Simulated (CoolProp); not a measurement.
R125 at 293.15 K and 0.463 MPa flows at 12 m/s in a round tube of 100 mm bore and 0.25 µm roughness, fully developed (64/Re and Nu = 3.66 if laminar; Colebrook and Gnielinski if turbulent). Each further row changes one setting.

Computed with CoolProp (reference Helmholtz-energy equation of state, Lemmon 2005).

```json
[
 {"case": "as stated", "Reynolds number": "2320000", "Darcy friction factor": "0.0102", "pressure drop (Pa/m)": "182", "heat-transfer coefficient (W/(m² K))": "341", "mass flow (kg/h)": "8390"},
 {"case": "velocity 24 m/s", "Reynolds number": "4640000", "Darcy friction factor": "0.00924", "pressure drop (Pa/m)": "658", "heat-transfer coefficient (W/(m² K))": "614", "mass flow (kg/h)": "16800"},
 {"case": "diameter 200 mm", "Reynolds number": "4640000", "Darcy friction factor": "0.00916", "pressure drop (Pa/m)": "81.6", "heat-transfer coefficient (W/(m² K))": "304", "mass flow (kg/h)": "33600"}
]
```

Viscosity comes from a separate model (Huber 2006). Thermal conductivity comes from a separate model (Perkins 2006).
